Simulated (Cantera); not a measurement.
**Adiabatic ignition**

An adiabatic, constant-volume homogeneous reactor starts with CH3OH : O2 : N2 : CO2 = 1 : 1 : 3.76 : 0.9 (molar parts), at 1600 K and 0.257 atm.

Detailed kinetics in Cantera: GRI-Mech 3.0 (53 species, 325 reactions). GRI-Mech 3.0 was tuned for natural gas; its chemistry of methanol as a main component is partial and can be far from experiment.

```
t (s)     T (K)  P (bar)  x CH3OH    x O2  x CO2      x O    x CH2    x C2H4     x CH4
--------  -----  -------  -------  ------  -----  -------  -------  --------  --------
3.00e-6    1600    0.260    0.150   0.150  0.135  9.07e-8  5.16e-7  6.70e-10   5.14e-7
1.02e-5    1600    0.260    0.150   0.150  0.135  9.87e-8  5.15e-7   8.76e-9   5.40e-6
3.44e-5    1600    0.260    0.149   0.150  0.135  1.32e-7  5.13e-7   1.08e-7   4.45e-5
0.000116   1606    0.262    0.144   0.147  0.135  3.79e-7  5.47e-7   4.42e-7  0.000176
0.000393   2356    0.465   <1e-12  0.0192  0.105  0.00984   <1e-12    <1e-12    <1e-12
0.00133    2644    0.511   <1e-12  0.0120  0.115  0.00489   <1e-12    <1e-12    <1e-12
0.00451    2658    0.513   <1e-12  0.0109  0.115  0.00442   <1e-12    <1e-12    <1e-12
0.0152     2653    0.512   <1e-12  0.0103  0.115  0.00421   <1e-12    <1e-12    <1e-12
0.0516     2652    0.512   <1e-12  0.0103  0.115  0.00419   <1e-12    <1e-12    <1e-12
0.175      2652    0.512   <1e-12  0.0103  0.115  0.00419   <1e-12    <1e-12    <1e-12
0.591      2652    0.512   <1e-12  0.0103  0.115  0.00419   <1e-12    <1e-12    <1e-12
2.00       2652    0.512   <1e-12  0.0103  0.115  0.00419   <1e-12    <1e-12    <1e-12
```
x: mole fraction; the columns are a selection and need not sum to one.

| Item | Value |
|---|---|
| time of steepest temperature rise | 0.275 ms |
| temperature at 2.00 s | 2652 K |
| equilibrium temperature | 2652 K |
| x(CH3OH) at 2.00 s | <1e-12 (gas-phase equilibrium <1e-12) |
| x(O2) at 2.00 s | 0.0103 (gas-phase equilibrium 0.0103) |
| x(CO2) at 2.00 s | 0.115 (gas-phase equilibrium 0.115) |
